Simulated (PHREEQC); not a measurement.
Dissolve 12 mmol/kgw NaCl, 4.5 mmol/kgw NiSO4, 24 mmol/kgw (CH3)4NCl, 0.055 mmol/kgw Al2(SO4)3 and 25 mmol/kgw KCl at 25 °C. Closed to the air; pH follows from the charge balance.

The numbers come from PHREEQC with the ion-association model, wateq4f.dat.

Precipitation was switched off in this run.

Question: What pH does the model give?

Answer: pH 4.83.

Question: In which forms is K present?

Answer: K+ 99 %, KSO4- 1.0 % of the K.

Saturation is exceeded, for instance for Basaluminite, Boehmite (slow to form); the values hold only as long as no solid forms. (CH3)4N+ isn't in the database: it is added as a free cation with an ion size of 4 Å.
